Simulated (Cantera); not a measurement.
## Si + HCl + H2 + F2 (silicon etching in halogen gases)

Feed: 1 mol Si, 2.4 mol HCl, 8.6 mol H2, 4.6 mol F2, held at 1698 K and 13.3 mbar.

These are equilibrium values from Cantera (NASA tables, ideal gas, pure condensed phases), not measurements of a reactor. Candidate condensed phases: Si; 37 gas species. The tables' values for SiF3, SiF2 are old estimates; treat these amounts as uncertain. Rates play no part.

```json
{
  "x(H2)": "0.408",
  "x(HF)": "0.359",
  "x(HCl)": "0.164",
  "x(SiF4)": "0.0648",
  "x(SiF3)": "0.00330",
  "x(H)": "0.000800",
  "x(Cl)": "0.000250",
  "x(SiHF3)": "0.000127",
  "x(SiF2)": "7.04e-5",
  "gas_amount": "14.63 mol",
  "log10 activity of Si(l) (absent)": "-5.96"
}
```
